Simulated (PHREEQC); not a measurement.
# Copper plating or etch bath: an equilibrium model

Dissolve 180 mmol/kgw Cu(NO3)2, 0.68 mmol/kgw HBF4 and 23 mmol/kgw KCl at 25 °C. Closed to the air; pH follows from the charge balance.

The numbers come from PHREEQC with the ion-association model, wateq4f.dat.

This is a speciation only: nothing precipitates in the calculation.

Predict the pH.

pH 2.91.

In which forms is F present?

HF 34 %, F- 34 %, CuF+ 22 %, BF4- 6.6 %, BF3OH- 1.7 %, BF2(OH)2- 1.5 % of the F.

Complexes and solids missing from the database can't appear. Real BF4- forms and hydrolyses slowly; the run takes it at equilibrium.
